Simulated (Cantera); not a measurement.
Feed: 1 mol C, 0.78 mol H2O, equilibrated at 4.30 bar.

Cantera equilibrium calculation (NASA polynomials, part measured and part estimated; ideal gas, pure solids and liquids). Candidate condensed phases: C, C6H6, C7H8, C8H18, H2O; 110 gas species. Equilibrium is a limit: real reactors are often held back by kinetics, nucleation or transport. All values below are at 1650 K.

Base state: CO 0.500, H2 0.498, CH4 0.00141, H2O 0.000688, CO2 0.000215, H 3.09e-5, C2H2 (acetylene) 2.27e-5 (mole fractions); condensed: C(graphite).

### Question
What changes in the equilibrium state with this change: pressure from 4.30 bar to 0.133 bar?

### Answer
```csv
species,before,after
CO,0.500,0.500
H2,0.498,0.500
H,3.09e-5,0.000176
CH4,0.00141,4.43e-5
H2O,0.000688,2.14e-5
CO2,0.000215,6.67e-6
C2H2 (acetylene),2.27e-5,2.28e-5
"C(graphite), mol",0.219,0.220
```

### Question
What changes in the equilibrium state with this change: C replaced by C2H6?

### Answer
```json
[
 {"species": "H2", "before": "0.498", "after": "0.824"},
 {"species": "CO", "before": "0.500", "after": "0.171"},
 {"species": "CH4", "before": "0.00141", "after": "0.00388"},
 {"species": "CO2", "before": "0.000215", "after": "2.53e-5"},
 {"species": "H2O", "before": "0.000688", "after": "0.000391"},
 {"species": "C2H2 (acetylene)", "before": "2.27e-5", "after": "3.76e-5"},
 {"species": "H", "before": "3.09e-5", "after": "3.98e-5"},
 {"species": "C(graphite), mol", "before": "0.219", "after": "1.20"}
]
```
